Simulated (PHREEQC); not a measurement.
0.66 g of hydrous ferric oxide (600 m²/g; 0.2 weak and 0.005 strong sites per Fe, Dzombak-Morel constants, diffuse double layer) in 1 kg of water with 0.05 mol/kgw of an inert sodium salt and 1.6 mmol/kgw NaF and 0.2 mmol/kgw BaCl2, at 25 °C; the pH is set by adding NaOH or the inert anion's acid. O2 is buffered at 0.21 atm. CO2 from the air is kept out. No solid was allowed to form.

All values are PHREEQC results (ion-association model, wateq4f.dat), not measurements.

```
pH   F sorbed (%)  Ba sorbed (%)  surface charge σ (C/m²)  surface potential ψ (mV)
---  ------------  -------------  -----------------------  ------------------------
4            54.2            0.0                    0.135                       119
4.5          51.7            0.0                        ?                       112
5            46.5            0.0                    0.095                       102
5.5          39.4            0.2                    0.073                         ?
6            31.2            0.7                    0.054                         ?
6.5          22.8            2.5                    0.038                        59
7            15.2            7.1                    0.025                        43
7.5           9.0           13.1                    0.014                        26
8             4.5           17.2                    0.003                         6
8.5           1.9           19.8                   -0.009                       -17
9             0.8           28.8                   -0.023                       -39
9.5           0.3           57.0                   -0.038                       -59
10            0.1           86.3                   -0.058                       -78
```

### Question
What belongs in the gaps?

### Answer

- 4.5, surface charge σ (C/m²): 0.117
- 5.5, surface potential ψ (mV): 89
- 6, surface potential ψ (mV): 74

Species that the database lacks are ignored.
